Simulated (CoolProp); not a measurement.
Vapour-liquid equilibrium of benzene (1) + n-decane (2) at 455.2 K; x and y are mole fractions of (1).

The numbers come from the multi-fluid Helmholtz-energy mixture model, Thol 2012 and Lemmon 2006; pair parameters Bell 2016 in CoolProp.

```
x      bubble pressure (MPa)  y at the bubble point  dew pressure at overall composition x (MPa)  liquid density (mol/L)
-----  ---------------------  ---------------------  -------------------------------------------  ----------------------
0.05                  0.1641                  0.269                                       0.1294                   4.313
0.125                 0.2284                  0.502                                       0.1396                   4.504
0.2                   0.2951                  0.637                                       0.1514                   4.710
0.275                 0.3631                  0.725                                       0.1654                   4.933
0.35                  0.4317                  0.786                                       0.1820                       …
0.425                 0.5005                  0.831                                       0.2024                   5.439
0.5                   0.5694                  0.866                                       0.2277                       …
0.575                 0.6388                      …                                       0.2602                   6.048
0.65                  0.7091                  0.919                                       0.3033                   6.402
0.725                 0.7809                      …                                       0.3630                   6.799
0.8                   0.8548                      …                                            …                   7.245
0.875                 0.9313                  0.975                                       0.5888                   7.753
0.95                   1.010                  0.990                                       0.8212                   8.334
```

Task: Some entries are withheld; supply them.

Result: 
- 0.35, liquid density (mol/L): 5.175
- 0.5, liquid density (mol/L): 5.728
- 0.575, y at the bubble point: 0.895
- 0.725, y at the bubble point: 0.940
- 0.8, y at the bubble point: 0.958
- 0.8, dew pressure at overall composition x (MPa): 0.4507

No azeotrope shows between x = 0.05 and 0.95.

The pair parameters rest on a limited set of measurements; away from them the model extrapolates.
